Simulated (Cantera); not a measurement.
A closed system holds: 1 mol CH2F2, 0.015 mol F2, 10 mol H2, held at 1152 °C and 1000 Pa.

Method: chemical equilibrium by Gibbs-energy minimisation in Cantera with the NASA 1993 tables (ideal gas, pure condensed phases). Candidate condensed phases: C, C6H6, C7H8, C8H18; 95 gas species. Equilibrium is a limit: real reactors are often held back by kinetics, nucleation or transport.

Base state: H2 0.831, HF 0.169, H 6.22e-5, CH4 2.60e-5 (mole fractions); condensed: C(graphite).

**Question.** What changes in the equilibrium state with this change: temperature from 1152 °C to 2177 °C?

**Answer.** 
| species | before | after |
|---|---|---|
| H2 | 0.831 | 0.674 |
| H | 6.22e-5 | 0.165 |
| HF | 0.169 | 0.155 |
| C2H | <1e-9 | 9.27e-5 |
| F | <1e-9 | 6.94e-5 |
| C(graphite), mol | 1.000 | 0.841 |
